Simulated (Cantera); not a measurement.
SiH₂Cl₂ + Cl₂ + N₂ (silicon epitaxy and polysilicon growth)

Input: 1 mol SiH₂Cl₂, 0.005 mol Cl₂, 160 mol N₂, held at 1675 K and 0.0990 bar.

Method: chemical equilibrium by Gibbs-energy minimisation in Cantera with the NASA 1993 tables (ideal gas, pure condensed phases). Candidate condensed phases: NH₄Cl, Si, Si₃N₄; 28 gas species. The tables' values for SiCl₃ are old estimates; treat these amounts as uncertain. The numbers say what is thermodynamically allowed, not how fast it happens.

The x(N₂) is 0.988, the x(HCl) comes out as 0.00667 and the x(H₂) is 0.00284. The x(SiCl₂) is 0.00270, the x(SiCl₃) is 9.71e-5 and the x(Cl) is 3.60e-5. The x(H) is 1.97e-5. The x(SiCl₄) comes out as 7.24e-6 and the x(SiCl) is 1.59e-6. The n(Si₃N₄(s)) comes out as 0.182 mol, the gas amount comes out as 161.6 mol and the log10 activity of Si(s) (absent) is -1.32.
